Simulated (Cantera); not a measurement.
An isothermal, constant-pressure homogeneous reactor starts with 4.57 % H₂, 95.2 % O₂, 0.228 % H₂O, at 1450 K and 2.40 Torr.

Detailed kinetics in Cantera: GRI-Mech 3.0 (53 species, 325 reactions). Radical loss at walls, strong at low pressure, is not modelled. The temperature is held fixed by assumption; the heat of reaction is taken as removed at once.

x: mole fraction; the columns are a selection and need not sum to one.

```csv
t (s),x H₂,x O₂,x OH,x HO₂,x H₂O,x H₂O₂,x H
2.00e-6,0.0457,0.952,1.41e-11,9.54e-10,0.00228,<1e-12,9.39e-10
5.97e-6,0.0457,0.952,1.16e-10,2.85e-9,0.00228,<1e-12,2.73e-9
1.78e-5,0.0457,0.952,9.53e-10,8.49e-9,0.00228,<1e-12,7.56e-9
5.32e-5,0.0457,0.952,…,2.53e-8,0.00228,3.81e-12,1.87e-8
0.000159,0.0457,0.952,…,7.56e-8,0.00228,3.34e-11,4.15e-8
0.000474,0.0457,0.952,…,2.25e-7,0.00229,2.86e-10,1.39e-7
0.00141,0.0457,0.952,…,6.68e-7,0.00229,2.26e-9,2.66e-6
0.00422,0.0205,0.931,…,4.06e-7,0.0210,1.59e-8,0.00440
0.0126,0.000749,0.912,0.00625,3.74e-7,0.0418,1.01e-8,0.00466
0.0376,0.000739,0.913,0.00621,3.72e-7,0.0419,1.00e-8,0.00457
0.112,0.000712,0.914,0.00610,3.67e-7,0.0421,9.95e-9,0.00429
0.335,0.000637,0.918,0.00578,3.53e-7,0.0429,9.69e-9,0.00358
1.00,0.000466,0.927,…,3.13e-7,0.0444,8.85e-9,0.00217
```

Task: What belongs in the gaps?

Result: 
- 5.32e-5, x OH: 7.14e-9
- 0.000159, x OH: 4.44e-8
- 0.000474, x OH: 2.81e-7
- 0.00141, x OH: 6.45e-6
- 0.00422, x OH: 0.00865
- 1.00, x OH: 0.00497
